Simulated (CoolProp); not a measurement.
Cyclopentane along the isobar 241 bar: Z from the reference equation and from simpler models built on Tc = 238.6 °C, pc = 45.83 bar, ω = 0.202; each cubic takes its own stable root.

Model: reference Helmholtz-energy equation of state, Gedanitz 2015, in CoolProp.

| T (°C) | phase | reference | van der Waals | Redlich-Kwong | Soave-Redlich-Kwong |
|---|---|---|---|---|---|
| 82.05 | liquid | 0.8042 | 1.179 | 0.8396 | 0.8265 |
| 97.05 | liquid | 0.7864 | 1.145 | 0.8205 | 0.8075 |
| 112.05 | liquid | 0.7708 | 1.114 | 0.8038 | 0.7910 |
| 127.05 | liquid | 0.7572 | 1.086 | 0.7893 | 0.7770 |
| 142.05 | liquid | 0.7454 | 1.060 | 0.7767 | 0.7651 |
| 156.95 | liquid | 0.7354 | 1.037 | 0.7662 | 0.7554 |
| 171.95 | liquid | 0.7269 | 1.016 | 0.7572 | 0.7477 |
| 186.95 | liquid | 0.7200 | 0.9970 | 0.7500 | 0.7419 |
| 201.95 | liquid | 0.7145 | 0.9796 | 0.7442 | 0.7380 |
| 216.95 | liquid | 0.7104 | 0.9639 | 0.7400 | 0.7361 |
| 231.95 | liquid | 0.7077 | 0.9497 | 0.7373 | 0.7359 |
| 246.85 | supercritical | 0.7064 | 0.9370 | 0.7359 | 0.7377 |
| 261.85 | supercritical | 0.7064 | 0.9255 | 0.7358 | 0.7412 |
| 276.85 | supercritical | 0.7079 | 0.9154 | 0.7370 | 0.7465 |
